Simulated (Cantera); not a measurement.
Charge: 1 mol Si2H6, 0.44 mol Cl2, 120 mol H2, at 950 °C and 3100 Pa.

Equilibrium computed with Cantera from the NASA thermochemical tables; the gas is ideal and each condensed phase is pure. Candidate condensed phases: Si; 19 gas species. The feed counts by its element totals alone. Kinetics and transport are ignored.

Question: What is the equilibrium state?

Answer: 
```json
{
 "x(H2)": "0.993",
 "x(HCl)": "0.00687",
 "x(SiCl2)": "0.000116",
 "x(SiCl3)": "3.17e-6",
 "x(SiHCl3)": "3.09e-6",
 "x(SiH2Cl2)": "1.84e-6",
 "x(H)": "1.71e-6",
 "n(Si(s))": "1.98 mol",
 "gas_amount": "123.4 mol"
}
```
